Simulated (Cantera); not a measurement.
Charge: 1 mol C2H4, 0.6 mol CO2, 1.2 mol N2, held at 1.00 bar.

Method: chemical equilibrium by Gibbs-energy minimisation in Cantera with the NASA 1993 tables (ideal gas, pure condensed phases). Candidate condensed phases: C, C6H6, C7H8, C8H18, H2O; 169 gas species. Ions and electrons are included (thermal ionisation). Kinetics and transport are ignored.

### Question
Which condensed phases are stable at each of these points (T (K)): 3000, 3500, 4000, 4500, 5000?

### Answer
```
T (K)  condensed phases  C condensed (%)
-----  ----------------  ---------------
3000        C(graphite)             33.6
3500           gas only              0.0
4000           gas only              0.0
4500           gas only              0.0
5000           gas only              0.0
```

At 3000 K the condensed part is C(graphite). From 3500 K to 5000 K nothing is condensed.
